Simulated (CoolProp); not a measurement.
n-heptane along the isobar 4.85 MPa: fugacity coefficient from the reference equation and from simpler models built on Tc = 541.2 K, pc = 2.774 MPa, ω = 0.349; each cubic takes its own stable root.

Computed with CoolProp (reference Helmholtz-energy equation of state, Span 2003). It is a short technical equation, of lower accuracy than the large ones.

| T (K) | phase | reference |
|---|---|---|
| 480 | liquid | 0.2152 |
| 497.2 | liquid | 0.2675 |
| 514.3 | liquid | 0.3243 |
| 531.5 | liquid | 0.3848 |
| 548.6 | supercritical | 0.4466 |
| 565.7 | supercritical | 0.5076 |
| 582.9 | supercritical | 0.5651 |
| 600 | supercritical | 0.6148 |

Question: How far does each simpler model (van der Waals, Redlich-Kwong, Soave-Redlich-Kwong, Peng-Robinson) lie from the reference over these 8 states: mean and median of the absolute difference, and the worst?

Answer: 
- van der Waals: mean 20.8 %, median 14.7 %, worst +58.6 % at 480 K and 4.85 MPa
- Redlich-Kwong: mean 8.9 %, median 6.1 %, worst +24.2 % at 480 K and 4.85 MPa
- Soave-Redlich-Kwong: mean 5.4 %, median 5.8 %, worst +6.3 % at 497.2 K and 4.85 MPa
- Peng-Robinson: mean 0.8 %, median 0.9 %, worst -1.4 % at 600 K and 4.85 MPa
